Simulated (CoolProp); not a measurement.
Vapour pressure (kPa) of CH3F (R41): the reference equation beside estimates from Tc = 317.3 K, pc = 5906 kPa, ω = 0.200. Clausius-Clapeyron is anchored at 228.4 K with a constant enthalpy of vaporisation of 14.81 kJ/mol.

Values from CoolProp's reference Helmholtz-energy equation of state, Lemmon 2006. It is a short technical equation, of lower accuracy than the large ones.

```csv
T (K),reference,Lee-Kesler,Clausius-Clapeyron,van der Waals,Redlich-Kwong
213.3,254.8,252.2,276.0,960.3,363.7
216.3,___,289.2,309.9,1033,411.5
219.3,331.2,330.2,346.8,1110,463.7
222.4,377.0,377.1,388.4,1192,522.4
225.4,425.9,427.2,432.1,1276,584.3
228.4,479.4,482.0,479.4,___,651.2
231.4,537.8,542.0,___,1455,723.4
234.4,601.5,607.4,585.3,___,801.1
237.4,670.8,___,644.3,1649,884.6
240.4,746.0,755.5,707.5,1752,974.0
243.4,827.3,838.8,775.1,1860,1070
246.4,___,928.7,847.4,1971,1172
249.4,1010,___,924.3,2086,1280
```

Q: Complete the blanks.

A: 
- 216.3, reference: 291.1
- 228.4, van der Waals: 1364
- 231.4, Clausius-Clapeyron: 530.4
- 234.4, van der Waals: 1550
- 237.4, Lee-Kesler: 678.4
- 246.4, reference: 915.1
- 249.4, Lee-Kesler: 1025

Absolute difference from the reference over all 13 rows, mean and median: Lee-Kesler 0.9 and 1.0 %, Clausius-Clapeyron 4.6 and 4.7 %, van der Waals 178.7 and 170.5 %, Redlich-Kwong 34.6 and 34.5 %.
